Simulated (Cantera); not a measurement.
An adiabatic, constant-pressure homogeneous reactor starts with CH4 : C2H6 : C3H8 : O2 : N2 = 1 : 0.039 : 0.48 : 10.8 : 40.6 (molar parts), equivalence ratio 0.42, at 1773 K and 3.26 atm.

Cantera simulation using GRI-Mech 3.0 (53 species, 325 reactions); the numbers are that mechanism's predictions, not measurements. GRI-Mech 3.0 was tuned for natural gas; its chemistry of propane as a main component is partial and can be far from experiment.

Task: Predict: time of steepest temperature rise; temperature at 9.00 s; equilibrium temperature; x(CO2) at 9.00 s; x(HO2) at 9.00 s.

Result: 
- time of steepest temperature rise = 7.48 µs
- temperature at 9.00 s = 2537 K
- equilibrium temperature = 2537 K
- x(CO2) at 9.00 s = 0.0435 (gas-phase equilibrium 0.0435)
- x(HO2) at 9.00 s = 1.06e-5 (gas-phase equilibrium 1.06e-5)
